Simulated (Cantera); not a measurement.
**Equilibrium for carbothermic reduction: Fe3O4 + CO + N2 + CH4**

Charge: 1 mol Fe3O4, 0.87 mol CO, 0.5 mol N2, 0.73 mol CH4, equilibrated at 677 °C.

Equilibrium computed with Cantera from the NASA thermochemical tables; the gas is ideal and each condensed phase is pure. Candidate condensed phases: C, C6H6, C7H8, C8H18, Fe, Fe(CO)5, FeO, Fe(OH)2, Fe(OH)3, Fe2O3, Fe3O4, H2O; 140 gas species. The tables' stoichiometric FeO is somewhat more stable than real wüstite, so its field is too wide. FeO: taken at fixed stoichiometry. Condensed phases not in the tables: cementite and carbon dissolved in iron. The numbers say what is thermodynamically allowed, not how fast it happens.

| P (Pa) | x H2 | x CO | x H2O | x CO2 | x N2 | x CH4 | n Fe(α) | n FeO(s) | n C(graphite) |
|---|---|---|---|---|---|---|---|---|---|
| 10 | 0.355 | 0.351 | 0.0555 | 0.0984 | 0.140 | 4.41e-10 | 0.278 | 2.72 | 0 |
| 42 | 0.355 | 0.351 | 0.0555 | 0.0984 | 0.140 | 7.79e-9 | 0.278 | 2.72 | 0 |
| 180 | 0.355 | 0.351 | 0.0555 | 0.0984 | 0.140 | 1.43e-7 | 0.278 | 2.72 | 0 |
| 750 | 0.355 | 0.351 | 0.0555 | 0.0984 | 0.140 | 2.48e-6 | 0.278 | 2.72 | 0 |
| 3200 | 0.355 | 0.351 | 0.0555 | 0.0984 | 0.140 | 4.52e-5 | 0.278 | 2.72 | 0 |
| 13000 | 0.354 | 0.351 | 0.0554 | 0.0984 | 0.141 | 0.000743 | 0.274 | 2.73 | 0 |
| 56000 | 0.361 | 0.319 | 0.0602 | 0.0954 | 0.152 | 0.0122 | 0 | 3.00 | 0.200 |
| 240000 | 0.300 | 0.198 | 0.134 | 0.158 | 0.173 | 0.0362 | 0 | 3.00 | 0.467 |
| 1000000 | 0.208 | 0.110 | 0.213 | 0.202 | 0.194 | 0.0726 | 0 | 3.00 | 0.611 |
x: gas mole fraction; n: condensed amount in mol.

From 0.000100 bar to 0.130 bar the condensed part is Fe(α) + FeO(s). From 0.560 bar to 10.0 bar the condensed part is C(graphite) + FeO(s).
